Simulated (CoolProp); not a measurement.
Vapour-liquid equilibrium of benzene (1) + cyclohexane (2) at 402.9 K; x and y are mole fractions of (1).

Values from CoolProp's multi-fluid Helmholtz-energy mixture model, Thol 2012 and Zhou 2014; pair parameters Bell 2016.

```json
[
 {"x": "0.05", "bubble pressure, mixture model (kPa)": "367.0", "bubble pressure, Raoult's law (kPa)": "361.3", "y, mixture model": "0.065", "y, Raoult's law": "0.052"},
 {"x": "0.15", "bubble pressure, mixture model (kPa)": "378.1", "bubble pressure, Raoult's law (kPa)": "362.9", "y, mixture model": "0.182", "y, Raoult's law": "0.156"},
 {"x": "0.25", "bubble pressure, mixture model (kPa)": "386.8", "bubble pressure, Raoult's law (kPa)": "364.6", "y, mixture model": "0.286", "y, Raoult's law": "0.258"},
 {"x": "0.35", "bubble pressure, mixture model (kPa)": "393.2", "bubble pressure, Raoult's law (kPa)": "366.2", "y, mixture model": "0.381", "y, Raoult's law": "0.360"},
 {"x": "0.45", "bubble pressure, mixture model (kPa)": "397.5", "bubble pressure, Raoult's law (kPa)": "367.8", "y, mixture model": "0.470", "y, Raoult's law": "0.461"},
 {"x": "0.55", "bubble pressure, mixture model (kPa)": "399.6", "bubble pressure, Raoult's law (kPa)": "369.4", "y, mixture model": "0.556", "y, Raoult's law": "0.561"},
 {"x": "0.65", "bubble pressure, mixture model (kPa)": "399.4", "bubble pressure, Raoult's law (kPa)": "371.1", "y, mixture model": "0.642", "y, Raoult's law": "0.660"},
 {"x": "0.75", "bubble pressure, mixture model (kPa)": "396.9", "bubble pressure, Raoult's law (kPa)": "372.7", "y, mixture model": "0.731", "y, Raoult's law": "0.758"},
 {"x": "0.85", "bubble pressure, mixture model (kPa)": "391.5", "bubble pressure, Raoult's law (kPa)": "374.3", "y, mixture model": "0.828", "y, Raoult's law": "0.856"},
 {"x": "0.95", "bubble pressure, mixture model (kPa)": "382.7", "bubble pressure, Raoult's law (kPa)": "376.0", "y, mixture model": "0.937", "y, Raoult's law": "0.952"}
]
```

The largest gap from Raoult's law is +8.2 % in bubble pressure, at x = 0.55. y crosses x between x = 0.55 and 0.65: the model has an azeotrope there.

The pair parameters rest on a limited set of measurements; away from them the model extrapolates.
